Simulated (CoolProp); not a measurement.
Model: reference Helmholtz-energy equation of state, Lemmon 2005, in CoolProp. It is a short technical equation, of lower accuracy than the large ones.

For cis-2-butene, give the phase and the cp (kJ/(kg K)), cv (kJ/(kg K)), expansivity (1/kK) at 455.6 K and 382 kPa; 455.6 K and 1830 kPa; 455.6 K and 42400 kPa.


- 455.6 K and 382 kPa: gas; cp 2.07, cv 1.91, expansivity 2.40
- 455.6 K and 1830 kPa: gas; cp 2.24, cv 1.95, expansivity 3.62
- 455.6 K and 42400 kPa: supercritical; cp 2.61, cv 2.03, expansivity 1.57
